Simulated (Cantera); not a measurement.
An isothermal, constant-pressure homogeneous reactor starts with NO : N2 = 1 : 0.99 (molar parts), at 2173 K and 1330 Pa.

Model: GRI-Mech 3.0 (53 species, 325 reactions), integrated in Cantera. Radical loss at walls, strong at low pressure, is not modelled.

Q: Predict: x(NO) at 3.00 s; x(N2) at 3.00 s; x(N2O) at 3.00 s; x(O) at 3.00 s; x(O2) at 3.00 s; x(NO2) at 3.00 s.

A: 
| Quantity | Value |
|---|---|
| x(NO) at 3.00 s | 0.111 (gas-phase equilibrium 0.0123) |
| x(N2) at 3.00 s | 0.690 (gas-phase equilibrium 0.739) |
| x(N2O) at 3.00 s | 2.44e-6 (gas-phase equilibrium 7.66e-8) |
| x(O) at 3.00 s | 0.00858 (gas-phase equilibrium 0.00968) |
| x(O2) at 3.00 s | 0.190 (gas-phase equilibrium 0.239) |
| x(NO2) at 3.00 s | 1.62e-5 (gas-phase equilibrium 2.00e-6) |
